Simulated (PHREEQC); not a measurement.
Model water analysis in mg/L, 10 °C, pH 3.61, pe 9.1:

```json
[
 {"constituent": "Na", "mg/L": "18.2"},
 {"constituent": "K", "mg/L": "39.1"},
 {"constituent": "Ca", "mg/L": "151"},
 {"constituent": "Mg", "mg/L": "77.4"},
 {"constituent": "Cl", "mg/L": "154"},
 {"constituent": "S(6) as SO4", "mg/L": "548"},
 {"constituent": "Cu(2)", "mg/L": "0.193"},
 {"constituent": "O(0) (dissolved oxygen)", "mg/L": "1.21"}
]
```

Cl is adjusted to close the charge balance.
Valence states are taken as typed.

The numbers come from PHREEQC with the ion-association model, wateq4f.dat.

Task: The ionic strength comes out as 0.0233 mol/kgw. What activity coefficients do SO4-2, Na+, Cl-, K+, Mg+2 get?

Result: SO4-2 0.57, Na+ 0.87, Cl- 0.86, K+ 0.86, Mg+2 0.58.

No solid was allowed to form. Away from 25 °C the constants follow the database's enthalpies or fits; those with neither stay at their 25 °C values.
